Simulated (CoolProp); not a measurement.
C2F6 (R116) at 293.15 K and 7 MPa is throttled through a valve to 0.706 MPa with no heat exchange. Each further row changes one setting.

Model: reference Helmholtz-energy equation of state, Lemmon 2006, in CoolProp. It is a short technical equation, of lower accuracy than the large ones.

| case | temperature change (K) | final phase | final density (kg/m³) |
|---|---|---|---|
| as stated | (withheld) | (withheld) | (withheld) |
| outlet pressure 0.212 MPa | (withheld) | (withheld) | (withheld) |
| outlet pressure 0.918 MPa | (withheld) | (withheld) | 129 |

### Question
What belongs in the gaps?

### Answer

- as stated, temperature change (K): -52.3
- as stated, final phase: two-phase, vapour fraction 0.641
- as stated, final density (kg/m³): 90.1
- outlet pressure 0.212 MPa, temperature change (K): -83.1
- outlet pressure 0.212 MPa, final phase: two-phase, vapour fraction 0.830
- outlet pressure 0.212 MPa, final density (kg/m³): 21.8
- outlet pressure 0.918 MPa, temperature change (K): -44.3
- outlet pressure 0.918 MPa, final phase: two-phase, vapour fraction 0.580
